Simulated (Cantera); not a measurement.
Feed: 1 mol Ti(OiPr)4, 0.31 mol CH4, held at 1375 K and 1.00 bar.

Equilibrium computed with Cantera from the NASA thermochemical tables; the gas is ideal and each condensed phase is pure. Candidate condensed phases: C, C6H6, C7H8, C8H18, H2O, Ti, TiC, TiO, TiO2, Ti2O3, Ti3O5, Ti4O7; 113 gas species. The feed counts by its element totals alone. The numbers say what is thermodynamically allowed, not how fast it happens.

**Question.** What is the equilibrium state?

**Answer.** 
```json
{
  "x(H2)": "0.858",
  "x(CO)": "0.138",
  "x(CH4)": "0.00367",
  "x(H2O)": "0.000543",
  "x(CO2)": "4.21e-5",
  "x(H)": "3.17e-6",
  "x(C2H2 (acetylene))": "1.53e-6",
  "x(C2H4)": "1.46e-6",
  "n(C(graphite))": "9.92 mol",
  "n(Ti3O5(s))": "0.333 mol",
  "gas_amount": "16.88 mol",
  "log10 activity of Ti4O7(s) (absent)": "-0.11",
  "log10 activity of Ti2O3(s) (absent)": "-0.21",
  "log10 activity of Ti(β) (absent)": "-7.28"
}
```
